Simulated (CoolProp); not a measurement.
Computed with CoolProp (reference Helmholtz-energy equation of state, Schroeder 2014).

Problem. For ethanol, give the phase and the density (kg/m³), cp (kJ/(kg K)), cv (kJ/(kg K)), Joule-Thomson coefficient (K/MPa) at -67.95 °C and 25.6 MPa.

Solution. 
- -67.95 °C and 25.6 MPa: liquid; density 878, cp 1.96, cv 1.58, Joule-Thomson coefficient -0.467
